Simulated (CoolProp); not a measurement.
Methanol along the isobar 0.238 MPa: density (kg/m³) from the reference equation and from simpler models built on Tc = 513.4 K, pc = 8.216 MPa, ω = 0.565; each cubic takes its own stable root.

Computed with CoolProp (reference Helmholtz-energy equation of state, de Reuck 1993).

```
T (K)   phase  reference  Redlich-Kwong  Soave-Redlich-Kwong  Peng-Robinson
-----  ------  ---------  -------------  -------------------  -------------
187.4  liquid      893.0          645.0                    …          743.5
214.9  liquid      865.7          628.6                652.9          731.3
242.5  liquid      838.9          610.5                639.5          717.3
270    liquid          …              …                624.2          701.1
297.6  liquid      787.0          568.6                606.5          682.4
325.2  liquid          …          2.926                586.1              …
352.7  liquid      733.1          2.677                562.2          635.0
380.3     gas      2.523              …                2.484          2.487
407.9     gas      2.314          2.292                2.301          2.304
```

Question: What belongs in the gaps?

Answer: 
- 187.4, Soave-Redlich-Kwong: 664.6
- 270, reference: 812.8
- 270, Redlich-Kwong: 590.6
- 325.2, reference: 760.8
- 325.2, Peng-Robinson: 660.6
- 380.3, Redlich-Kwong: 2.469

At some of these states Redlich-Kwong gives the other phase, because its saturation line lies elsewhere.
